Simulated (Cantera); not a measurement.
Mixture: 13.6 % CH₄, 18.1 % O₂, 68.3 % N₂, at 0.370 bar, adiabatic and at constant volume. Ignition delay is the time to a rise of 400 K.

Detailed kinetics in Cantera: GRI-Mech 3.0 (53 species, 325 reactions).

Predict: delay at 1100 K; delay at 1150 K; delay at 1200 K; delay at 1250 K; delay at 1300 K; delay at 1350 K; delay at 1400 K; apparent activation energy between 1300 and 1400 K.


| Property | Value |
|---|---|
| delay at 1100 K | 0.597 s |
| delay at 1150 K | 0.264 s |
| delay at 1200 K | 0.122 s |
| delay at 1250 K | 58.5 ms |
| delay at 1300 K | 29.2 ms |
| delay at 1350 K | 15.2 ms |
| delay at 1400 K | 8.24 ms |
| apparent activation energy between 1300 and 1400 K | 190 kJ/mol |
